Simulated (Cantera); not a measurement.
Catalytic combustion on Pt

An isothermal plug-flow reactor at 725 K and 220000 Pa (inlet), inlet velocity 0.09 m/s, active area per volume 200 1/m; feed CO : O2 : N2 : H2O = 0.026 : 0.014 : 0.79 : 0.031 (molar parts).

Computed with Cantera and Deutschmann's 1995 Pt surface mechanism with GRI-Mech 3.0 gas chemistry. Catalytic surfaces can have several steady states; this one follows from the mechanism file's or the stated starting coverage. Mass transfer to the wall is taken as infinitely fast.

```
z (m)      x CO    x O2   x H2O     x CO2  θ free Pt     θ O*  θ CO*
-------  ------  ------  ------  --------  ---------  -------  -----
9.8e-05  0.0302  0.0162  0.0360   4.41e-5     0.0265  0.00103  0.972
0.00021  0.0301  0.0162  0.0360   9.44e-5     0.0265  0.00103  0.972
0.00045  0.0300  0.0162  0.0360  0.000202     0.0266  0.00103  0.972
0.00098  0.0298  0.0160  0.0360  0.000441     0.0267  0.00103  0.972
0.0021   0.0293  0.0158  0.0360  0.000945     0.0269  0.00103  0.972
0.0045   0.0282  0.0153  0.0360   0.00203     0.0274  0.00103  0.971
0.0098   0.0258  0.0141  0.0361   0.00444     0.0286  0.00104  0.970
```
x: gas mole fraction; θ: surface coverage.
